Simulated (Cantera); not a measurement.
Input (Python, Cantera) and output of one run.

```python
import numpy as np
import cantera as ct

gas_names = """
    H2 HCL
""".split()
cond_names = """
    CaCL2(s) CaCL2(L) Ca(a) Ca(b) Ca(L)
""".split()


# ... load() reads the species with a 1 bar reference pressure and builds the phases ...
species = {s.name: s for s in load("nasa_gas.yaml", gas_names) + load("nasa_condensed.yaml", cond_names)}
# Each term lists the table entries of one substance; the one whose range holds T is used.
reactions = {
    'H2(g) + CaCl2 = 2 HCl(g) + Ca':
        [(-1, ['H2']), (-1, ['CaCL2(s)', 'CaCL2(L)']), (2, ['HCL']), (1, ['Ca(a)', 'Ca(b)', 'Ca(L)'])],
}


def pick(names, T):
    return next(species[n] for n in names if species[n].thermo.min_temp <= T <= species[n].thermo.max_temp)


results = []
for label, terms in reactions.items():
    print(label)
    print("     T/K   dH/kJ  dS/(J/K)   dG/kJ   log10 K")
    for T in [598, 698, 798, 898, 998, 1098, 1198, 1298, 1398]:
        used = [(nu, pick(names, T)) for nu, names in terms]
        dH = sum(nu * s.thermo.h(T) for nu, s in used) / 1e6
        dS = sum(nu * s.thermo.s(T) for nu, s in used) / 1e3
        dG = dH - T * dS / 1e3
        logK = -dG * 1e6 / (ct.gas_constant * T * np.log(10))
        results.append((label, T, dH, dS, dG, logK, [s.name for _, s in used]))
        print(f"{T:8g} {dH:8.1f} {dS:8.1f} {dG:8.1f} {logK:8.2f}")
```

It prints:

```
H2(g) + CaCl2 = 2 HCl(g) + Ca
     T/K   dH/kJ  dS/(J/K)   dG/kJ   log10 K
     598    605.5    167.9    505.1   -44.12
     698    603.8    165.2    488.5   -36.55
     798    602.9    164.0    472.0   -30.89
     898    600.9    161.7    455.7   -26.51
     998    598.9    159.6    439.6   -23.01
    1098    567.6    129.6    425.2   -20.23
    1198    573.0    134.6    411.8   -17.95
    1298    570.0    132.2    398.4   -16.03
    1398    567.1    130.0    385.3   -14.40
```

Source: NASA polynomial tables (part measured, part estimated), evaluated in Cantera. Condensed species are held in their standard states even where they would react or evaporate.
